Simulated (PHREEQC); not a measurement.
Make-up at 20 °C: 0.088 mol/kgw KOH, 7.7e-05 mol/kgw H3BO3 and 0.0047 mol/kgw K2CO3. Closed to the air; pH follows from the charge balance.

All values are PHREEQC results (ion-association model, phreeqc.dat), not measurements.

**Question.** The ionic strength comes out as 0.102 mol/kgw. What activity coefficients do OH-, H2BO3-, CO3-2, K+, HCO3- get?

**Answer.** OH- 0.76, H2BO3- 0.78, CO3-2 0.39, K+ 0.76, HCO3- 0.79.

No solid was allowed to form. Species that the database lacks are ignored.
